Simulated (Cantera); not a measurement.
Stirred combustor or abatement burner

A perfectly stirred reactor is fed with CH4 : H2 : O2 : N2 : CO2 = 1 : 0.064 : 1.35 : 6.37 : 0.6 (molar parts), equivalence ratio 1.5, at 3000 Torr; it is adiabatic with a 325 K inlet, and is followed from long to short residence time, starting on the burning branch (τ in s: 0.27, 0.1, 0.041, 0.016, 0.0063, 0.0025, 0.00097, 0.00038, 0.00015, 5.9e-05, 2.3e-05, 9.1e-06).

Computed with Cantera and GRI-Mech 3.0 (53 species, 325 reactions).

```tsv
τ (s)	T (K)	x CH4	x H2	x O2	x CH3	x NO2	x N2O
0.27	1656	0.00751	0.0338	0.000876	6.28e-5	2.09e-11	1.93e-9
0.10	1652	0.00874	0.0316	0.00183	9.44e-5	3.92e-11	4.39e-9
0.041	1639	0.00979	0.0307	0.00342	0.000131	6.53e-11	9.26e-9
0.016	1608	0.0113	0.0306	0.00673	0.000176	1.09e-10	2.08e-8
0.0063	1505	0.0166	0.0311	0.0177	0.000201	1.97e-10	5.72e-8
0.0025	325	0.107	0.00682	0.144	<1e-12	<1e-12	<1e-12
0.00097	325	0.107	0.00682	0.144	<1e-12	<1e-12	<1e-12
0.00038	325	0.107	0.00682	0.144	<1e-12	<1e-12	<1e-12
0.00015	325	0.107	0.00682	0.144	<1e-12	<1e-12	<1e-12
5.9e-5	325	0.107	0.00682	0.144	<1e-12	<1e-12	<1e-12
2.3e-5	325	0.107	0.00682	0.144	<1e-12	<1e-12	<1e-12
9.1e-6	325	0.107	0.00682	0.144	<1e-12	<1e-12	<1e-12
```
x: mole fraction; the columns are a selection and need not sum to one.
